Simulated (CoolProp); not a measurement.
Values from CoolProp's reference Helmholtz-energy equation of state, Lemmon 2006. It is a short technical equation, of lower accuracy than the large ones.

Problem. For n-nonane, give the phase and the Z, expansivity (1/kK), viscosity (µPa s), conductivity (mW/(m K)) at 249.9 K and 2040 kPa.

Solution. 
- 249.9 K and 2040 kPa: liquid; Z 0.167, expansivity 1.04, viscosity 1530, conductivity 143

Viscosity comes from a separate model (Huber 2004). Thermal conductivity comes from a separate model (Huber 2005).
